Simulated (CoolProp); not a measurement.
Vapour-liquid equilibrium of R143a (1) + isobutene (2) at 0.207 bar; x and y are mole fractions of (1).

Values from CoolProp's multi-fluid Helmholtz-energy mixture model, Lemmon and Jacobsen 2000 and Lemmon 2005; pair parameters Bell 2016.

### Question
Give the bubble temperature and the first vapour's composition at x = 0.2, 0.8, 0.95. Is there an azeotrope?

### Answer
x = 0.2: 205.5 K, y = 0.828; x = 0.8: 198.9 K, y = 0.936; x = 0.95: 197.7 K, y = 0.979. No azeotrope shows between x = 0.05 and 0.95.

The pair parameters rest on a limited set of measurements; away from them the model extrapolates. With so large a gap from Raoult's law the liquid may split in two, which this calculation doesn't test in full.
